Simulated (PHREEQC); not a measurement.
A made-up water analysis in mmol/kgw, 25 °C, pH 2.46, pe 11.4:

| constituent | mmol/kgw |
|---|---|
| Na | 56.7 |
| K | 2.34 |
| Ca | 6.56 |
| Mg | 4.45 |
| Cl | 31 |
| S(6) | 29 |
| B | 0.271 |
| Fe(3) | 0.727 |
| Zn | 0.461 |
| Al | 0.0524 |
| Pb | 0.141 |

Valence states are taken as typed.

Computed with PHREEQC (ion-association model, wateq4f.dat).

Precipitation was switched off in this run.

Question: What ionic strength, charge-balance error does the model give?

Answer: ionic strength 0.102 mol/kgw; charge-balance error 1.9 %.

Question: In which forms is Pb present?

Answer: PbSO4 47 %, Pb+2 33 %, PbCl+ 15 %, Pb(SO4)2-2 4.7 % of the Pb.

Saturation is exceeded, for instance for Anglesite, Jarosite-K; the values hold only as long as no solid forms.
